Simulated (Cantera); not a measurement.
Mixture: 5.62 % CH4, 0.416 % H2, 19.7 % O2, 74.2 % N2, equivalence ratio 0.58, at 2.10 bar, adiabatic and at constant pressure. Ignition delay is the time to a rise of 400 K.

Model: GRI-Mech 3.0 (53 species, 325 reactions), integrated in Cantera.

Question: At T0 = 1450 K, what is the delay, and which 7 reactions control it most (d ln τ / d ln k, from doubling and halving each rate constant)?

Answer: The delay is 0.605 ms.
```json
[
 {"reaction": "H + O2 <=> O + OH", "d ln τ / d ln k": "-0.52", "faster rate": "shortens it"},
 {"reaction": "2 CH3 (+M) <=> C2H6 (+M)", "d ln τ / d ln k": "0.44", "faster rate": "lengthens it"},
 {"reaction": "CH3 + O2 <=> CH3O + O", "d ln τ / d ln k": "-0.39", "faster rate": "shortens it"},
 {"reaction": "CH3 + HO2 <=> CH3O + OH", "d ln τ / d ln k": "-0.24", "faster rate": "shortens it"},
 {"reaction": "CH4 + OH <=> CH3 + H2O", "d ln τ / d ln k": "0.22", "faster rate": "lengthens it"},
 {"reaction": "CH4 + H <=> CH3 + H2", "d ln τ / d ln k": "0.19", "faster rate": "lengthens it"},
 {"reaction": "CH3 + O2 <=> CH2O + OH", "d ln τ / d ln k": "-0.17", "faster rate": "shortens it"}
]
```
